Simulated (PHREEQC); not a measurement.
Consider water at 25 °C with 0.0029 mol/kgw HCl, 0.0046 mol/kgw AlCl3 and 3.2e-05 mol/kgw CuCl2. Closed to the air; pH follows from the charge balance.

Equilibrium calculation in PHREEQC: ion-association model, phreeqc.dat.

### Question
The ionic strength comes out as 0.0306 mol/kgw. What activity coefficients do H+, Cu+2, AlOH+2, Al+3, Cl- get?

### Answer
H+ 0.87, Cu+2 0.54, AlOH+2 0.53, Al+3 0.30, Cl- 0.85.

Precipitation was switched off in this run.
